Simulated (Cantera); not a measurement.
# Gas activation for diamond growth

A perfectly stirred reactor is fed with 0.822 % CH₄, 99.0 % H₂, 0.129 % N₂, at 8500 Pa; it is held at 2450 K, and followed from long to short residence time.

Model: GRI-Mech 3.0 (53 species, 325 reactions), integrated in Cantera. GRI-Mech 3.0 stops at C3 and has no aromatics, soot or wall deposition, so with more carbon than oxygen in the feed, carbon stays in small species such as C2H2 where larger ones or solid carbon would form.

```json
[
 {"τ (s)": "8.6", "x CH₄": "1.08e-5", "x H₂": "0.928", "x C₂H₆": "3.81e-12", "x HCN": "0.000156", "x C₂H": "1.77e-5"},
 {"τ (s)": "3.7", "x CH₄": "1.38e-5", "x H₂": "0.928", "x C₂H₆": "6.03e-12", "x HCN": "9.07e-5", "x C₂H": "1.78e-5"},
 {"τ (s)": "1.6", "x CH₄": "1.91e-5", "x H₂": "0.929", "x C₂H₆": "1.13e-11", "x HCN": "5.47e-5", "x C₂H": "1.76e-5"},
 {"τ (s)": "0.67", "x CH₄": "2.90e-5", "x H₂": "0.930", "x C₂H₆": "2.55e-11", "x HCN": "3.30e-5", "x C₂H": "1.73e-5"},
 {"τ (s)": "0.29", "x CH₄": "4.67e-5", "x H₂": "0.933", "x C₂H₆": "6.37e-11", "x HCN": "2.01e-5", "x C₂H": "1.65e-5"},
 {"τ (s)": "0.12", "x CH₄": "8.51e-5", "x H₂": "0.938", "x C₂H₆": "1.97e-10", "x HCN": "1.13e-5", "x C₂H": "1.49e-5"},
 {"τ (s)": "0.052", "x CH₄": "0.000167", "x H₂": "0.945", "x C₂H₆": "6.84e-10", "x HCN": "5.95e-6", "x C₂H": "1.27e-5"},
 {"τ (s)": "0.022", "x CH₄": "0.000357", "x H₂": "0.954", "x C₂H₆": "2.67e-9", "x HCN": "2.81e-6", "x C₂H": "1.00e-5"},
 {"τ (s)": "0.0095", "x CH₄": "0.000739", "x H₂": "0.961", "x C₂H₆": "9.68e-9", "x HCN": "1.26e-6", "x C₂H": "7.54e-6"}
]
```
x: mole fraction; the columns are a selection and need not sum to one.
